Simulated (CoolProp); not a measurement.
Saturated liquid density (kg/m³) of benzene: the reference equation beside estimates from Tc = 288.9 °C, pc = 4906 kPa, ω = 0.211. Rackett uses Z = 0.29056 − 0.08775 ω.

Values from CoolProp's reference Helmholtz-energy equation of state, Thol 2012.

```tsv
T (°C)	reference	Rackett	Soave-Redlich-Kwong	Peng-Robinson
28.55	869.7	857.0	793.6	894.0
40.05	857.3	845.6	783.7	883.5
51.55	844.9	833.9	773.4	872.4
63.05	832.3	822.1	762.6	860.8
74.55	819.6	809.9	751.3	848.6
86.05	806.7	797.5	739.5	835.8
97.55	793.5	784.8	727.0	822.3
109.05	780.1	771.7	714.0	808.0
120.55	766.3	758.3	700.2	792.9
132.05	752.2	744.4	685.7	777.0
143.55	737.7	730.0	670.4	760.0
155.05	722.7	715.2	654.2	741.9
166.55	707.2	699.7	636.9	722.7
178.05	691.0	683.5	618.6	702.0
189.55	674.0	666.4	599.0	679.8
```

Absolute difference from the reference over all 15 rows, mean and median: Rackett 1.2 and 1.1 %, Soave-Redlich-Kwong 9.0 and 8.6 %, Peng-Robinson 2.9 and 3.3 %.
